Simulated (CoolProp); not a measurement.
A simple Rankine cycle with R1233zd(E): condensing at 329.15 K, boiler at 1.22 MPa, turbine inlet 395.6 K, turbine efficiency 0.9, pump efficiency 0.6, no recuperator. Each further row changes one setting.

Model: reference Helmholtz-energy equation of state, Akasaka 2022, in CoolProp.

```
case                             thermal efficiency (%)  net work (kJ/kg)  heat in (kJ/kg)  turbine exit temperature (K)  volume ratio over the turbine
-------------------------------  ----------------------  ----------------  ---------------  ----------------------------  -----------------------------
as stated                                          10.0              22.0              220                         356.0                           3.65
turbine inlet 415.6 K                               9.9              24.0              241                         376.9                           3.56
condensing temperature 321.15 K                    11.4               [?]              [?]                         349.7                           4.59
boiler pressure 0.854 MPa                           7.4              16.9              [?]                         369.0                           2.46
turbine efficiency 0.8                              8.8              19.4              220                           [?]                           3.69
```

**Question.** Fill in the missing entries.

**Answer.** 
- condensing temperature 321.15 K, net work (kJ/kg): 26.3
- condensing temperature 321.15 K, heat in (kJ/kg): 230
- boiler pressure 0.854 MPa, heat in (kJ/kg): 227
- turbine efficiency 0.8, turbine exit temperature (K): 358.8
